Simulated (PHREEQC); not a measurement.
## Spent oxide etchant: an equilibrium model

A solution holds 37.5 mmol/kgw NH4HF2, 7 mmol/kgw (NH4)2SiF6 and 0.13 mmol/kgw H2SO4, at 50 °C. Closed to the air; pH follows from the charge balance.

All values are PHREEQC results (ion-association model, phreeqc.dat), not measurements.

This is a speciation only: nothing precipitates in the calculation.

Q: Predict the pH, ionic strength, density.

A: pH 3.28; ionic strength 0.0592 mol/kgw; density 0.990 g/cm³.

Q: In which forms is F present?

A: SiF6-2 36 %, F- 28 %, HF 28 %, HF2- 8.0 % of the F.

Away from 25 °C the constants follow the database's enthalpies or fits; those with neither stay at their 25 °C values. SiF6-2 is the database's only silicon fluoride.
